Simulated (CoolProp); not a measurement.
Vapour-liquid equilibrium of ethylbenzene (1) + n-nonane (2) at 0.0823 MPa; x and y are mole fractions of (1).

The numbers come from the multi-fluid Helmholtz-energy mixture model, Zhou 2012 and Lemmon 2006; pair parameters Bell 2016 in CoolProp.

| x | bubble temperature (°C) | y at the bubble point | dew temperature at overall composition x (°C) | liquid density (mol/L) |
|---|---|---|---|---|
| 0.05 | 141.8 | 0.081 | 142.3 | 4.891 |
| 0.2 | 138.4 | 0.292 | 139.9 | 5.172 |
| 0.35 | 135.5 | 0.462 | 137.4 | 5.477 |
| 0.5 | 133.2 | 0.602 | 134.9 | 5.812 |
| 0.65 | 131.3 | 0.725 | 132.4 | 6.183 |
| 0.8 | 129.9 | 0.839 | 130.4 | 6.597 |
| 0.95 | 128.9 | 0.958 | 128.9 | 7.063 |

No azeotrope shows between x = 0.05 and 0.95.

Pair parameters are fitted to limited data, so mixtures are less certain than the pure fluids.
